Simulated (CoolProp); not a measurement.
Computed with CoolProp (reference Helmholtz-energy equation of state, Thol 2016).

Question: For R1234ze(E), give the phase and the isothermal compressibility (1/MPa), viscosity (µPa s), conductivity (mW/(m K)) at 117.75 °C and 49.1 bar.

Answer: 
- 117.75 °C and 49.1 bar: supercritical; isothermal compressibility 0.177, viscosity 56.9, conductivity 49.9

Viscosity comes from a separate model (Bell 2016), an estimate that may be off by 10 % or more. Thermal conductivity comes from a separate model (Perkins 2011).
